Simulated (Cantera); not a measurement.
A closed system holds: 1 mol PbO, 0.059 mol CO, 31 mol N2, equilibrated at 3.80 bar.

Cantera equilibrium calculation (NASA polynomials, part measured and part estimated; ideal gas, pure solids and liquids). Candidate condensed phases: C, Pb, PbO, PbO2, Pb3O4; 27 gas species. Each liquid is taken as pure. Mutual solubility and eutectic melting of coexisting phases are not modelled. Gases not in the tables: (PbO)n polymers. The numbers say what is thermodynamically allowed, not how fast it happens.

**Question.** Which condensed phases are stable at each of these points (T (K)): 873, 923, 973, 1023, 1073, 1123, 1173, 1223, 1273, 1323, 1373, 1423?

**Answer.** 
| T (K) | condensed phases | Pb condensed (%) |
|---|---|---|
| 873 | Pb(l) + PbO(yellow) | 100.0 |
| 923 | Pb(l) + PbO(yellow) | 100.0 |
| 973 | Pb(l) + PbO(yellow) | 100.0 |
| 1023 | Pb(l) + PbO(yellow) | 100.0 |
| 1073 | Pb(l) + PbO(yellow) | 99.9 |
| 1123 | Pb(l) + PbO(yellow) | 99.8 |
| 1173 | Pb(l) + PbO(l) | 99.6 |
| 1223 | Pb(l) + PbO(l) | 99.2 |
| 1273 | Pb(l) + PbO(l) | 98.3 |
| 1323 | Pb(l) + PbO(l) | 96.6 |
| 1373 | Pb(l) + PbO(l) | 93.5 |
| 1423 | PbO(l) | 91.5 |

From 873 K to 1123 K the condensed part is Pb(l) + PbO(yellow). From 1173 K to 1373 K the condensed part is Pb(l) + PbO(l). At 1423 K the condensed part is PbO(l).
